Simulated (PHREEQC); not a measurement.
Copper plating or etch bath (model solution)

Dissolve 0.018 mol CuCl2, 5e-05 mol HNO3 and 0.016 mol Na2SO4 per kg of water at 5 °C. Closed to the air; pH follows from the charge balance.

Equilibrium calculation in PHREEQC: ion-association model, phreeqc.dat.

```yaml
pH: 4.47
ionic_strength: 0.0826 mol/kgw
specific_conductance: 3520 µS/cm
density: 1.004 g/cm³
total_alkalinity: -0.0500 meq/kg
```

| species | molality | activity | log γ |
|---|---|---|---|
| Cl- | 0.0358 | 0.0281 | -0.105 |
| Na+ | 0.0314 | 0.0252 | -0.096 |
| Cu+2 | 0.0134 | 0.00578 | -0.364 |
| SO4-2 | 0.0109 | 0.00445 | -0.391 |
| CuSO4 | 0.00444 | 0.00453 | 0.008 |
| NaSO4- | 0.000609 | 0.000490 | -0.094 |
| CuCl+ | 0.000194 | 0.000153 | -0.103 |
| NO3- | 5.00e-5 | 3.87e-5 | -0.111 |
| H+ | 4.07e-5 | 3.41e-5 | -0.077 |

No solid was allowed to form. Constants without temperature data keep their 25 °C values here.
